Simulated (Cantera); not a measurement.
Feed: 1 mol MgO, 1.7 mol Cl2, 26 mol N2, held at 8.30 Pa.

These are equilibrium values from Cantera (NASA tables, ideal gas, pure condensed phases), not measurements of a reactor. Candidate condensed phases: Mg, MgCl2, MgO; 18 gas species. Kinetics and transport are ignored. All values below are at 1398 K.

Base state: N2 0.896, Cl 0.0658, MgCl2 0.0252, O2 0.0125, Cl2 0.000458, NO 0.000187, O 1.13e-5 (mole fractions); condensed: MgO(s).

Question: What changes in the equilibrium state with this change: pressure from 8.30 Pa to 1330 Pa?

Answer: 
| species | before | after |
|---|---|---|
| N2 | 0.896 | 0.910 |
| MgCl2 | 0.0252 | 0.0350 |
| Cl | 0.0658 | 0.0260 |
| Cl2 | 0.000458 | 0.0115 |
| O2 | 0.0125 | 0.0174 |
| O | 1.13e-5 | 1.05e-6 |
| ClO | 1.89e-6 | 1.12e-5 |
| MgO(s), mol | 0.267 | 0 |
